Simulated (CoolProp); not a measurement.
Saturation properties of toluene.

The numbers come from the reference Helmholtz-energy equation of state, Lemmon 2006 in CoolProp. It is a short technical equation, of lower accuracy than the large ones.

| T (°C) | p (bar) | vapour density (kg/m³) | enthalpy of vaporisation (kJ/kg) | liquid cp (kJ/(kg K)) | liquid viscosity (µPa s) | vapour viscosity (µPa s) |
|---|---|---|---|---|---|---|
| 135.25 | 1.944 | 5.634 | 343.9 | 2.099 | 209 | 9.32 |
| 150.15 | 2.763 | 7.875 | 333.0 | 2.158 | 189 | 9.65 |
| 165.15 | 3.831 | 10.79 | 321.3 | 2.221 | 172 | 9.98 |
| 180.05 | 5.177 | … | 308.9 | 2.286 | 156 | 10.3 |
| 194.95 | … | 19.15 | 295.5 | 2.356 | 142 | 10.7 |
| 209.95 | 8.917 | 25.08 | … | 2.431 | 130 | 11.1 |
| 224.85 | 11.40 | 32.51 | 264.8 | 2.516 | 118 | 11.5 |
| 239.85 | 14.38 | 42.01 | 246.8 | 2.616 | 106 | 12.0 |
| 254.75 | … | 54.18 | 226.4 | 2.741 | 95.0 | 12.5 |

Task: What belongs in the gaps?

Result: 
- 180.05, vapour density (kg/m³): 14.48
- 194.95, p (bar): 6.851
- 209.95, enthalpy of vaporisation (kJ/kg): 280.9
- 254.75, p (bar): 17.90

It boils at 110.6 °C under 1 atm.

Viscosity comes from a separate model (Avgeri 2015).
